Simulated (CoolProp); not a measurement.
Properties of acetone along the isotherm 550 K.

Values from CoolProp's reference Helmholtz-energy equation of state, Lemmon 2006. It is a short technical equation, of lower accuracy than the large ones.

```csv
p (bar),phase,Z,cp (kJ/(kg K)),isothermal compressibility (1/MPa)
0.0742,gas,0.9995,1.992,134.8
0.109,gas,0.9993,1.992,91.81
0.16,gas,0.9990,1.992,62.56
0.235,gas,0.9985,1.993,42.62
0.344,gas,0.9978,1.994,29.13
0.505,gas,0.9968,(withheld),19.87
0.742,gas,0.9953,1.997,13.54
1.09,gas,0.9930,2.000,9.239
1.6,gas,0.9898,(withheld),6.315
2.35,gas,0.9849,2.011,4.321
3.44,gas,0.9779,2.020,2.973
5.05,gas,(withheld),2.035,(withheld)
7.42,gas,0.9519,2.057,1.417
10.9,gas,0.9289,2.093,0.9895
16,gas,0.8943,(withheld),0.7018
23.5,gas,(withheld),2.261,0.5108
```

Q: Some entries are withheld; supply them.

A: 
- 0.505, cp (kJ/(kg K)): 1.995
- 1.6, cp (kJ/(kg K)): 2.004
- 5.05, Z: 0.9675
- 5.05, isothermal compressibility (1/MPa): 2.048
- 16, cp (kJ/(kg K)): 2.153
- 23.5, Z: 0.8416
